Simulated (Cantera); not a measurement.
## Premixed flame

A freely propagating, adiabatic, planar premixed flame of 28.0 % CO, 3.64 % H2, 14.4 % O2, 54.0 % N2, equivalence ratio 1.1, unburnt at 448 K and 1.38 atm; mixture-averaged transport, grid criteria slope 0.08 and curve 0.16, no radiation.

Cantera simulation using GRI-Mech 3.0 (53 species, 325 reactions); the numbers are that mechanism's predictions, not measurements. Burning velocities carry a grid error of a few per cent, more on coarse grids.

```tsv
z (mm)	T (K)	u (m/s)	x CO	x H2	x O2	x H	x NO2	x OH
-1.38	448	1.10	0.280	0.0364	0.144	<1e-8	<1e-8	<1e-8
-0.919	448	1.10	0.280	0.0363	0.144	<1e-8	<1e-8	<1e-8
-0.689	448	1.10	0.280	0.0361	0.144	<1e-8	<1e-8	<1e-8
-0.460	448	1.10	0.280	0.0354	0.144	<1e-8	<1e-8	<1e-8
-0.230	464	1.14	0.281	0.0310	0.144	4.45e-8	<1e-8	3.20e-8
-0.115	675	1.64	0.272	0.0232	0.138	0.000268	<1e-8	0.000172
0	1159	2.76	0.233	0.0111	0.109	0.00487	<1e-8	0.00112
0.115	1500	3.49	0.178	0.00401	0.0722	0.0104	<1e-8	0.00303
0.230	1692	3.86	0.142	0.00331	0.0528	0.0120	<1e-8	0.00445
0.460	1882	4.22	0.118	0.00351	0.0412	0.00998	1.38e-8	0.00576
0.919	2050	4.55	0.106	0.00314	0.0353	0.00607	2.14e-8	0.00620
1.84	2195	4.82	0.0941	0.00259	0.0295	0.00344	3.61e-8	0.00594
3.68	2314	5.03	0.0818	0.00211	0.0237	0.00199	6.91e-8	0.00532
```
x: mole fraction of selected species; z is measured from the peak of heat release.

| Item | Result |
|---|---|
| laminar burning velocity | 110 cm/s |
| thermal thickness | 0.460 mm |
| peak x(H) | 0.0120 |
| peak x(OH) | 0.00620 |
| grid points | 125 |
